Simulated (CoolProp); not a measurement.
The numbers come from the reference Helmholtz-energy equation of state, Platzer 1990 in CoolProp. This equation is an older, rougher fit.

### Question
For R21, give the phase and the cv (kJ/(kg K)), speed of sound (m/s) at 434.5 K and 0.101 MPa.

### Answer
- 434.5 K and 0.101 MPa: gas; cv 0.629, speed of sound 198
